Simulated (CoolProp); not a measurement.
Carbon dioxide at 298.15 K and 4.83 MPa is compressed adiabatically to 24.7 MPa with isentropic efficiency 0.6. Each further row changes one setting.

The numbers come from the reference Helmholtz-energy equation of state, Span 1996 in CoolProp.

| case | work (kJ/kg) | final temperature (K) | final density (kg/m³) |
|---|---|---|---|
| as stated | … | … | … |
| efficiency 1 | … | … | … |
| efficiency 0.65 | … | 463.3 | … |

### Question
Complete the blanks.

### Answer

- as stated, work (kJ/kg): 133
- as stated, final temperature (K): 470.2
- as stated, final density (kg/m³): 326
- efficiency 1, work (kJ/kg): 80.1
- efficiency 1, final temperature (K): 435.9
- efficiency 1, final density (kg/m³): 383
- efficiency 0.65, work (kJ/kg): 123
- efficiency 0.65, final density (kg/m³): 336
